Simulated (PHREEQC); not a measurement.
Consider water at 25 °C with 0.069 mol CaCl2 and 0.04 mol MgSO4 per kg of water. Closed to the air; pH follows from the charge balance.

The numbers come from PHREEQC with the ion-association model, wateq4f.dat.

| Quantity | Result |
|---|---|
| ionic strength | 0.275 mol/kgw |

| species | molality | activity | log γ |
|---|---|---|---|
| Cl- | 0.138 | 0.0949 | -0.163 |
| Ca+2 | 0.0555 | 0.0164 | -0.529 |
| Mg+2 | 0.0305 | 0.00978 | -0.494 |
| SO4-2 | 0.0170 | 0.00441 | -0.586 |
| CaSO4 | 0.0135 | 0.0144 | 0.027 |
| MgSO4 | 0.00948 | 0.0101 | 0.027 |
| MgOH+ | 2.61e-7 | 1.95e-7 | -0.126 |
| H+ | 2.31e-7 | 1.81e-7 | -0.105 |
| HSO4- | 1.10e-7 | 7.77e-8 | -0.151 |
| OH- | 8.07e-8 | 5.50e-8 | -0.167 |

No solid was allowed to form. Examples of supersaturated solids here: Gypsum. Others may be too. Species that the database lacks are ignored.
